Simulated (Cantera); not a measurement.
Charge: 1 mol AlN, 1.2 mol H₂, equilibrated at 0.600 bar.

These are equilibrium values from Cantera (NASA tables, ideal gas, pure condensed phases), not measurements of a reactor. Candidate condensed phases: Al, AlN; 13 gas species. Kinetics and transport are ignored.

Task: At 1800 K, list the 5 most abundant gas species with their mole fractions, and the condensed phases.

Result: H₂ 0.999, H 0.000462, Al 8.52e-5, N₂ 5.76e-5, AlH 3.00e-5. Condensed: AlN(s).
